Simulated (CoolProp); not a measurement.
Vapour-liquid equilibrium of n-hexane (1) + o-xylene (2) at 17.65 °C; x and y are mole fractions of (1).

Computed with CoolProp (multi-fluid Helmholtz-energy mixture model, Thol 2019 and Zhou 2012; pair parameters Bell 2016).

| x | bubble pressure (kPa) | y at the bubble point | dew pressure at overall composition x (kPa) | liquid density (mol/L) |
|---|---|---|---|---|
| 0.05 | ? | 0.632 | 0.6032 | 8.282 |
| 0.15 | 3.191 | 0.846 | 0.6717 | 8.227 |
| 0.25 | 4.756 | 0.907 | 0.7579 | 8.171 |
| 0.35 | 6.202 | 0.937 | 0.8693 | 8.112 |
| 0.45 | 7.551 | 0.955 | ? | ? |
| 0.55 | ? | 0.968 | 1.231 | 7.988 |
| 0.65 | 10.07 | 0.977 | 1.555 | 7.923 |
| 0.75 | 11.29 | 0.985 | 2.108 | 7.855 |
| 0.85 | 12.54 | 0.991 | 3.267 | 7.785 |
| 0.95 | 13.83 | 0.997 | ? | 7.713 |

Problem. Fill in the missing entries.

Solution. 
- 0.05, bubble pressure (kPa): 1.485
- 0.45, dew pressure at overall composition x (kPa): 1.019
- 0.45, liquid density (mol/L): 8.051
- 0.55, bubble pressure (kPa): 8.830
- 0.95, dew pressure at overall composition x (kPa): 7.106

No azeotrope shows between x = 0.05 and 0.95.

The pair parameters rest on a limited set of measurements; away from them the model extrapolates.
